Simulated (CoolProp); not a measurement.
Saturation properties of CHF3 (R23).

Computed with CoolProp (reference Helmholtz-energy equation of state, Penoncello 2003).

| T (K) | p (bar) | liquid density (kg/m³) | enthalpy of vaporisation (kJ/kg) | surface tension (mN/m) | liquid viscosity (µPa s) | vapour viscosity (µPa s) |
|---|---|---|---|---|---|---|
| 149.2 | 0.03964 | 1597 | 270.8 | 24.9 | 717 | 7.14 |
| 153.9 | 0.06323 | 1581 | 267.5 | 24.0 | 636 | 7.41 |
| 158.6 | 0.09768 | 1564 | 264.1 | 23.1 | 569 | 7.67 |
| 163.3 | 0.1466 | 1548 | 260.7 | 22.2 | 513 | 7.94 |
| 168 | 0.2141 | 1531 | 257.3 | 21.3 | 464 | 8.20 |
| 172.7 | 0.3055 | 1514 | 253.8 | 20.4 | 423 | 8.46 |
| 177.4 | 0.4263 | 1497 | 250.2 | 19.5 | 387 | 8.72 |
| 182.1 | 0.5832 | 1480 | 246.6 | 18.6 | 355 | 8.98 |
| 186.8 | 0.7835 | 1462 | 242.9 | 17.7 | 328 | 9.23 |
| 191.5 | 1.035 | 1444 | 239.1 | 16.8 | 303 | 9.49 |

It boils at 191.1 K under 1 atm.

Viscosity comes from a separate model (Shan 2000). Surface tension comes from a separate correlation (Mulero 2012).
